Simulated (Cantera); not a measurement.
Cantera run, input and output.

```python
import numpy as np
import cantera as ct

gas = ct.Solution("gri30.yaml")
gas.TPX = 1050, 2666, {'C2H6': 1, 'N2': 56}
reactor = ct.IdealGasConstPressureReactor(gas, energy="off", clone=False)
net = ct.ReactorNet([reactor])
net.rtol, net.atol = 1e-08, 1e-18
show = ['C2H6', 'CH2', 'C2H', 'HCN', 'CH4', 'H2', 'C2H4']
times = np.geomspace(1e-06, 3, 11)

steps = ct.SolutionArray(gas, extra=["t"])
rows = []
print(f"{'t/s':>10s}{'T/K':>9s}{'P/Pa':>11s}" + "".join(f"{s:>11s}" for s in show))
for t in times:
    while net.time < t:
        t_next = net.step()
        steps.append(gas.state, t=t_next)
    rows.append([np.interp(t, steps.t, y) for y in (steps.T, steps.P, *steps(*show).X.T)])
    print(f"{t:10.3e}{rows[-1][0]:9.1f}{rows[-1][1]:11.4g}" + "".join(f"{x:11.3e}" for x in rows[-1][2:]))
rate = np.gradient(steps.T, steps.t)
print("integrator steps:", len(steps.t))
if steps.T.max() > steps.T[0] + 200:
    print(f"time of steepest temperature rise: {steps.t[rate.argmax()]:.4e} s")
gas.TPX = 1050, 2666, {'C2H6': 1, 'N2': 56}
gas.equilibrate("TP")
print(f"equilibrium (TP): T = {gas.T:.1f} K  " + "  ".join(f"{s} {gas[s].X[0]:.3e}" for s in show))
```

It prints:

```
       t/s      T/K       P/Pa       C2H6        CH2        C2H        HCN        CH4         H2       C2H4
 1.000e-06   1050.0       2666  1.754e-02  1.401e-24  6.289e-48  2.744e-32  1.304e-15  2.407e-17  3.265e-18
 4.443e-06   1050.0       2666  1.754e-02  1.119e-22  7.932e-45  1.787e-30  2.385e-14  4.365e-16  8.850e-17
 1.974e-05   1050.0       2666  1.754e-02  9.712e-21  2.130e-41  1.437e-28  4.688e-13  8.376e-15  4.164e-15
 8.773e-05   1050.0       2666  1.754e-02  8.293e-19  1.336e-37  1.232e-26  9.201e-12  1.843e-13  2.905e-13
 3.898e-04   1050.0       2666  1.754e-02  6.440e-17  3.949e-33  1.058e-24  1.803e-10  1.302e-11  2.297e-11
 1.732e-03   1050.0       2666  1.754e-02  3.813e-15  2.756e-28  2.337e-22  3.497e-09  1.585e-09  1.887e-09
 7.696e-03   1050.0       2666  1.754e-02  1.415e-13  6.060e-23  2.358e-18  6.389e-08  1.470e-07  1.532e-07
 3.420e-02   1050.0       2666  1.753e-02  3.388e-12  1.223e-17  1.528e-14  9.376e-07  9.965e-06  1.009e-05
 1.519e-01   1050.0       2666  1.728e-02  3.773e-11  8.176e-15  1.618e-12  1.265e-05  2.462e-04  2.505e-04
 6.752e-01   1050.0       2666  1.554e-02  5.638e-11  8.574e-14  6.227e-12  1.133e-04  1.863e-03  1.890e-03
 3.000e+00   1050.0       2666  8.820e-03  4.305e-11  5.698e-13  1.039e-11  5.885e-04  8.243e-03  7.969e-03
integrator steps: 616
equilibrium (TP): T = 1050.0 K  C2H6 3.952e-07  CH2 3.754e-15  C2H 4.759e-14  HCN 1.820e-02  CH4 6.016e-03  H2 2.458e-02  C2H4 5.103e-04
```

Cantera simulation using GRI-Mech 3.0 (53 species, 325 reactions); the numbers are that mechanism's predictions, not measurements. GRI-Mech 3.0 stops at C3 and has no aromatics, soot or wall deposition, so with more carbon than oxygen in the feed, carbon stays in small species such as C2H2 where larger ones or solid carbon would form. Radical loss at walls, strong at low pressure, is not modelled.
